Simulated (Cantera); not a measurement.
An isothermal, constant-pressure homogeneous reactor starts with NH₃ : H₂ = 1 : 0.29 (molar parts), at 1725 K and 0.210 bar.

Detailed kinetics in Cantera: the gas-phase N/H chemistry of the illustrative SiF4/NH3 mechanism in the Surface Chemkin manual (1991). Walls and surfaces, which speed up NH3 decomposition in real reactors, are not modelled.

**Question.** Predict: x(NH₃) at 10.0 s; x(H₂) at 10.0 s; x(NH₂) at 10.0 s; x(N₂) at 10.0 s; x(NH) at 10.0 s; x(N) at 10.0 s; x(H) at 10.0 s.

**Answer.** 
```json
{
 "x(NH₃) at 10.0 s": "0.104 (gas-phase equilibrium 2.31e-6)",
 "x(H₂) at 10.0 s": "0.707 (gas-phase equilibrium 0.781)",
 "x(NH₂) at 10.0 s": "6.11e-5 (gas-phase equilibrium 2.74e-9)",
 "x(N₂) at 10.0 s": "0.189 (gas-phase equilibrium 0.218)",
 "x(NH) at 10.0 s": "7.75e-7 (gas-phase equilibrium 7.05e-11)",
 "x(N) at 10.0 s": "4.95e-8 (gas-phase equilibrium 9.23e-12)",
 "x(H) at 10.0 s": "0.000162 (gas-phase equilibrium 0.000361)"
}
```
